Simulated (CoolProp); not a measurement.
A closed Brayton cycle with carbon dioxide: compressor inlet 308.15 K and 9.8 MPa, high pressure 31.1 MPa, turbine inlet 885 K, compressor efficiency 0.85, turbine efficiency 0.9, recuperator effectiveness 0.9 (on enthalpy, no pinch check). Each further row changes one setting.

Values from CoolProp's reference Helmholtz-energy equation of state, Span 1996.

| case | thermal efficiency (%) | net work (kJ/kg) | compressor to turbine work | compressor exit (K) | turbine exit (K) |
|---|---|---|---|---|---|
| as stated | (withheld) | 130 | 0.20 | 340.4 | 740.9 |
| turbine inlet 835 K | (withheld) | 120 | (withheld) | 340.4 | (withheld) |
| compressor inlet 318.15 K | 37.5 | 120 | 0.26 | (withheld) | 740.9 |
| high pressure 26.4 MPa | 37.1 | (withheld) | (withheld) | (withheld) | 760.6 |
| recuperator effectiveness 0.5 | 24.3 | 130 | 0.20 | 340.4 | 740.9 |

Q: Complete the blanks.

A: 
- as stated, thermal efficiency (%): 38.7
- turbine inlet 835 K, thermal efficiency (%): 37.3
- turbine inlet 835 K, compressor to turbine work: 0.21
- turbine inlet 835 K, turbine exit (K): 695.8
- compressor inlet 318.15 K, compressor exit (K): 377.5
- high pressure 26.4 MPa, net work (kJ/kg): 115
- high pressure 26.4 MPa, compressor to turbine work: 0.18
- high pressure 26.4 MPa, compressor exit (K): 334.7
